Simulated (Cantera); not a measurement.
A closed system holds: 1 mol CO, 0.29 mol NH3, 0.19 mol N2, equilibrated at 2.00 bar.

These are equilibrium values from Cantera (NASA tables, ideal gas, pure condensed phases), not measurements of a reactor. Candidate condensed phases: C, C6H6, C7H8, C8H18, H2O; 136 gas species. Rates play no part. All values below are at 1223 K.

Base state: CO 0.552, H2 0.241, N2 0.192, CO2 0.00837, H2O 0.00534, CH4 0.00155, HCN 2.06e-5, NH3 1.78e-5 (mole fractions); condensed: C(graphite).

### Question
What changes in the equilibrium state with this change: NH3 from 0.29 to 2.1 mol?

### Answer
| species | before | after |
|---|---|---|
| H2 | 0.241 | 0.573 |
| N2 | 0.192 | 0.233 |
| CO | 0.552 | 0.180 |
| CO2 | 0.00837 | 0.00118 |
| CH4 | 0.00155 | 0.00663 |
| NH3 | 1.78e-5 | 7.21e-5 |
| HCN | 2.06e-5 | 2.65e-5 |
| H2O | 0.00534 | 0.00548 |
| C(graphite), mol | 0.0212 | 0 |

### Question
What changes in the equilibrium state with this change: CO replaced by C2H4?

### Answer
```csv
species,before,after
H2,0.241,0.857
N2,0.192,0.123
CH4,0.00155,0.0196
CO,0.552,0
CO2,0.00837,0
H2O,0.00534,0
NH3,1.78e-5,9.58e-5
"C(graphite), mol",0.0212,1.95
```
